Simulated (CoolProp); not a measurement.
Saturation properties of carbon monoxide.

Values from CoolProp's reference Helmholtz-energy equation of state, Lemmon 2006. It is a short technical equation, of lower accuracy than the large ones.

| T (°C) | p (bar) | liquid density (kg/m³) | liquid cp (kJ/(kg K)) | surface tension (mN/m) |
|---|---|---|---|---|
| -193.75 | 0.7792 | 802.9 | 2.141 | 10.00 |
| -191.35 | 1.032 | 792.5 | 2.146 | 9.48 |
| -188.85 | 1.358 | 781.5 | 2.155 | 8.95 |
| -186.45 | 1.738 | 770.6 | 2.166 | 8.45 |
| -183.95 | 2.214 | 759.1 | 2.182 | 7.92 |
| -181.45 | 2.781 | 747.3 | 2.202 | 7.41 |
| -179.05 | 3.420 | 735.6 | 2.226 | 6.91 |
| -176.55 | 4.195 | 723.1 | 2.255 | 6.40 |
| -174.05 | 5.090 | 710.2 | 2.291 | 5.90 |
| -171.65 | 6.073 | 697.3 | 2.333 | 5.42 |
| -169.15 | 7.235 | 683.4 | 2.384 | 4.93 |
| -166.75 | 8.494 | 669.5 | 2.444 | 4.46 |
| -164.25 | 9.964 | 654.4 | 2.520 | 3.98 |

It boils at -191.5 °C under 1 atm.

Surface tension comes from a separate correlation (Mulero 2012).
